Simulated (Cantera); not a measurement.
A Cantera script and its output.

```python
import numpy as np
import cantera as ct

gas = ct.Solution("gri30.yaml")
gas.TPX = 1048, 28000, {'CH4': 1, 'C2H6': 0.17, 'C3H8': 0.43, 'O2': 4.31, 'N2': 16.2}
reactor = ct.IdealGasReactor(gas, energy="on", clone=False)
net = ct.ReactorNet([reactor])
net.rtol, net.atol = 1e-08, 1e-16
show = ['CH4', 'C2H6', 'C3H8', 'CH2O', 'H2O']
times = np.geomspace(3e-06, 8, 10)

steps = ct.SolutionArray(gas, extra=["t"])
rows = []
print(f"{'t/s':>10s}{'T/K':>9s}{'P/Pa':>11s}" + "".join(f"{s:>11s}" for s in show))
for t in times:
    while net.time < t:
        t_next = net.step()
        steps.append(gas.state, t=t_next)
    rows.append([np.interp(t, steps.t, y) for y in (steps.T, steps.P, *steps(*show).X.T)])
    print(f"{t:10.3e}{rows[-1][0]:9.1f}{rows[-1][1]:11.4g}" + "".join(f"{x:11.3e}" for x in rows[-1][2:]))
rate = np.gradient(steps.T, steps.t)
print("integrator steps:", len(steps.t))
if steps.T.max() > steps.T[0] + 200:
    print(f"time of steepest temperature rise: {steps.t[rate.argmax()]:.4e} s")
gas.TPX = 1048, 28000, {'CH4': 1, 'C2H6': 0.17, 'C3H8': 0.43, 'O2': 4.31, 'N2': 16.2}
gas.equilibrate("UV")
print(f"equilibrium (UV): T = {gas.T:.1f} K  " + "  ".join(f"{s} {gas[s].X[0]:.3e}" for s in show))
```

Result:

```
       t/s      T/K       P/Pa        CH4       C2H6       C3H8       CH2O        H2O
 3.000e-06   1048.0    2.8e+04  4.523e-02  7.689e-03  1.945e-02  2.683e-13  4.214e-13
 1.553e-05   1048.0    2.8e+04  4.523e-02  7.689e-03  1.945e-02  7.633e-12  5.623e-11
 8.037e-05   1048.0    2.8e+04  4.523e-02  7.689e-03  1.945e-02  2.226e-10  1.147e-09
 4.160e-04   1048.0    2.8e+04  4.523e-02  7.689e-03  1.945e-02  7.063e-09  1.366e-08
 2.153e-03   1048.0    2.8e+04  4.523e-02  7.688e-03  1.945e-02  3.269e-07  4.278e-07
 1.115e-02   1048.0    2.8e+04  4.523e-02  7.675e-03  1.941e-02  2.303e-05  3.026e-05
 5.769e-02   1050.4  2.809e+04  4.518e-02  7.509e-03  1.881e-02  3.947e-04  5.951e-04
 2.986e-01   2726.5  7.886e+04  3.382e-15  2.317e-29  3.943e-43  4.051e-10  1.403e-01
 1.546e+00   2726.5  7.886e+04  3.382e-15  2.317e-29  3.943e-43  4.051e-10  1.403e-01
 8.000e+00   2726.5  7.886e+04  3.382e-15  2.317e-29  3.943e-43  4.051e-10  1.403e-01
integrator steps: 2289
time of steepest temperature rise: 1.3567e-01 s
equilibrium (UV): T = 2726.5 K  CH4 4.395e-15  C2H6 3.706e-29  C3H8 7.013e-43  CH2O 4.051e-10  H2O 1.403e-01
```

Computed with Cantera and GRI-Mech 3.0 (53 species, 325 reactions). GRI-Mech 3.0 was tuned for natural gas; its chemistry of propane as a main component is partial and can be far from experiment.
